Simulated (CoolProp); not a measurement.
A simple Rankine cycle with hexamethyldisiloxane (MM): condensing at 291.15 K, boiler at 0.615 MPa, turbine inlet 490.9 K, turbine efficiency 0.85, pump efficiency 0.8, no recuperator. Each further row changes one setting.

Values from CoolProp's reference Helmholtz-energy equation of state, Thol 2016.

```tsv
case	thermal efficiency (%)	net work (kJ/kg)	heat in (kJ/kg)	turbine exit temperature (K)	volume ratio over the turbine
as stated	17.1	96.1	563	433.2	166
turbine inlet 510.9 K	16.7	101	605	453.0	162
condensing temperature 283.15 K	18.0	104	578	428.7	257
boiler pressure 0.43 MPa	16.0	91.2	568	438.6	111
turbine efficiency 0.75	15.0	84.7	563	439.3	168
```
